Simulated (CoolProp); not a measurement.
The numbers come from the reference Helmholtz-energy equation of state, Platzer 1990 in CoolProp. This equation is an older, rougher fit.

Problem. For CF4 (R14), give the phase and the cp (kJ/(kg K)), cv (kJ/(kg K)), viscosity (µPa s), Prandtl number at 304.1 K and 0.438 MPa; 326.8 K and 0.438 MPa.

Solution. 
- 304.1 K and 0.438 MPa: gas; cp 0.712, cv 0.610, viscosity 17.7, Prandtl number 0.759
- 326.8 K and 0.438 MPa: gas; cp 0.743, cv 0.642, viscosity 18.8, Prandtl number 0.758

Viscosity comes from a separate model (Huber 2003), an estimate that may be off by 10 % or more. Thermal conductivity comes from a separate model (Huber 2003), an estimate that may be off by 10 % or more.
